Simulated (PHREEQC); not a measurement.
Consider water at 67 °C with 0.28 mol/kgw HCl and 0.003 mol/kgw CaBr2. Closed to the air; pH follows from the charge balance.

Model: Pitzer model, pitzer.dat, run in PHREEQC.

```json
{
  "pH": "0.67",
  "ionic_strength": "0.289 mol/kgw",
  "activity_of_water": "0.990",
  "specific_conductance": "189000 µS/cm",
  "density": "0.985 g/cm³",
  "osmotic_coefficient": "0.937",
  "total_alkalinity": "-280 meq/kg"
}
```

| species | molality | activity | log γ |
|---|---|---|---|
| H+ | 0.280 | 0.216 | -0.112 |
| Cl- | 0.280 | 0.190 | -0.169 |
| Br- | 0.00600 | 0.00421 | -0.154 |
| Ca+2 | 0.00300 | 0.000777 | -0.587 |

This is a speciation only: nothing precipitates in the calculation. Complexes and solids missing from the database can't appear. Away from 25 °C the constants follow the database's enthalpies or fits; those with neither stay at their 25 °C values.
